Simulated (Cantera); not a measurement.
Ignition delay

Mixture: CH4 : CO : O2 : N2 = 1 : 0.15 : 4.51 : 17 (molar parts), equivalence ratio 0.46, at 3750 Torr, adiabatic and at constant volume. Ignition delay is the time to a rise of 400 K.

Cantera simulation using GRI-Mech 3.0 (53 species, 325 reactions); the numbers are that mechanism's predictions, not measurements.

```
T0 (K)  delay (ms)
------  ----------
1100          30.1
1200          7.12
1300          2.00
1400         0.650
1500         0.241
1600         0.101
1700        0.0477
1800        0.0249
1900        0.0141
2000       0.00850
```

```yaml
apparent activation energy between 1800 and 2000 K: 160 kJ/mol
```
